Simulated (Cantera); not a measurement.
Mixture: 11.5 % CO, 5.96 % H2, 21.8 % O2, 58.8 % N2, 1.95 % H2O, equivalence ratio 0.40, at 10.0 bar, adiabatic and at constant pressure. Ignition delay is the time to a rise of 400 K.

Detailed kinetics in Cantera: GRI-Mech 3.0 (53 species, 325 reactions). The hydrogen kinetics of GRI-Mech 3.0 are dated; newer H2 mechanisms differ, most at raised pressure.

**Question.** Predict: delay at 1023 K; delay at 1098 K; delay at 1173 K; delay at 1248 K; delay at 1323 K; delay at 1398 K; delay at 1473 K; apparent activation energy between 1323 and 1473 K.

**Answer.** 
| Property | Result |
|---|---|
| delay at 1023 K | 3.99 ms |
| delay at 1098 K | 0.703 ms |
| delay at 1173 K | 0.124 ms |
| delay at 1248 K | 21.8 µs |
| delay at 1323 K | 7.74 µs |
| delay at 1398 K | 4.49 µs |
| delay at 1473 K | 3.20 µs |
| apparent activation energy between 1323 and 1473 K | 95 kJ/mol |
